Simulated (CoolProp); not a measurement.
Vapour-liquid equilibrium of dimethyl ether (1) + methanol (2) at 336.5 K; x and y are mole fractions of (1).

The numbers come from the multi-fluid Helmholtz-energy mixture model, Wu 2011 and de Reuck 1993; pair parameters Bell 2016 in CoolProp.

**Question.** Give the bubble pressure and the first vapour's composition at x = 0.35, 0.65, 0.8. Is there an azeotrope?

**Answer.** x = 0.35: 8.107 bar, y = 0.897; x = 0.65: 11.39 bar, y = 0.942; x = 0.8: 12.94 bar, y = 0.961. No azeotrope shows between x = 0.05 and 0.95.

The pair parameters rest on a limited set of measurements; away from them the model extrapolates.
